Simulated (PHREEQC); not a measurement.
# Nickel, zinc or cadmium bath (model solution)

A solution holds 0.013 mol CdSO4, 0.19 mol NaCl and 0.0053 mol FeSO4 per kg of water, at 25 °C. Closed to the air; pH follows from the charge balance.

All values are PHREEQC results (ion-association model, phreeqc.dat), not measurements.

Precipitation was switched off in this run.

Problem. Predict the pH, density.

Solution. pH 5.89; density 1.008 g/cm³.

Problem. In which forms is Na present?

Solution. Na+ 98 %, NaSO4- 1.8 % of the Na.
